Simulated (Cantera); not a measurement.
Cantera run:

```python
import numpy as np
import cantera as ct

gas_names = """
    F FO FO2 F2 F2O H HF HOF HO2 H2 H2F2 H2O H2O2 H3F3 H4F4 H5F5 H6F6 H7F7 O OH O2 O3
""".split()
cond_names = """
    H2O(s) H2O(L)
""".split()


# ... load() reads the species with a 1 bar reference pressure and builds the phases ...
atoms = {
    'HF': {'H': 1, 'F': 1},
    'O2': {'O': 2},
}
top_T = {}  # K; cautious upper limits of use, not melting points


# ... equilibrate(T, P, feed) seeds the gas with the atoms and calls Mixture.equilibrate('TP', solver="vcs", rtol=1e-11, max_steps=5000) ...
results = []
feed = {'HF': 1, 'O2': 0.066}  # mol
P = 133.322  # Pa
for T in [2125, 2175, 2225, 2275, 2325, 2375, 2425, 2475, 2525]:
    mix = equilibrate(T, P, feed)
    results.append((T, P, feed, dict(zip(mix.species_names, mix.species_moles))))

top = {s: max(r[3][s] / sum(r[3][g] for g in gas_names) for r in results) for s in gas_names}
cols = sorted((s for s in top if top[s] > 0.0001), key=lambda s: -top[s])[:7]
seen = [c for c in cond_names if any(r[3].get(c, 0) > 1e-12 for r in results)]
print("log10 of partial pressures in bar; condensed amounts in mol")
print(f"{'T/K':>10s}" + "".join(f"{s[:9]:>10s}" for s in cols + seen))
for T, P, feed, n in results:
    ng = sum(n[g] for g in gas_names)
    print(f"{T:10.4g}" + "".join(f"{np.log10(max(n[s] / ng * P / 1e5, 1e-99)):10.3f}" for s in cols)
          + "".join(f"{n.get(c, 0):10.4g}" for c in seen))
```

It prints:

```
log10 of partial pressures in bar; condensed amounts in mol
       T/K        HF         O        O2         F         H        OH       H2O
      2125    -2.909    -4.851    -4.138    -5.120    -5.848    -5.669    -5.730
      2175    -2.911    -4.716    -4.157    -5.013    -5.623    -5.562    -5.689
      2225    -2.914    -4.591    -4.182    -4.908    -5.412    -5.467    -5.662
      2275    -2.917    -4.475    -4.215    -4.803    -5.215    -5.385    -5.650
      2325    -2.922    -4.369    -4.256    -4.699    -5.032    -5.316    -5.653
      2375    -2.927    -4.274    -4.307    -4.596    -4.862    -5.262    -5.673
      2425    -2.934    -4.189    -4.370    -4.492    -4.703    -5.222    -5.708
      2475    -2.942    -4.116    -4.446    -4.390    -4.556    -5.196    -5.760
      2525    -2.952    -4.055    -4.538    -4.290    -4.419    -5.185    -5.828
```

These are equilibrium values from Cantera (NASA tables, ideal gas, pure condensed phases), not measurements of a reactor.
